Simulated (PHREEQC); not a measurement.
Consider water at 25 °C with 0.0015 mol HF, 0.00051 mol AlCl3 and 6.5e-05 mol CuCl2 per kg of water. Closed to the air; pH follows from the charge balance.

The numbers come from PHREEQC with the ion-association model, wateq4f.dat.

No solid was allowed to form.

Question: Order these F species by the share of F that they hold, largest first: AlF2+, HF, AlF4-, AlF3, F-.

Answer: AlF3 (48 %), AlF2+ (34 %), HF (10 %), F- (5.4 %), AlF4- (2.1 %)

The pH is 2.89 and the ionic strength 0.00182 mol/kgw. Fluoro complexes past AlF4- and FeF3 are missing from the database.
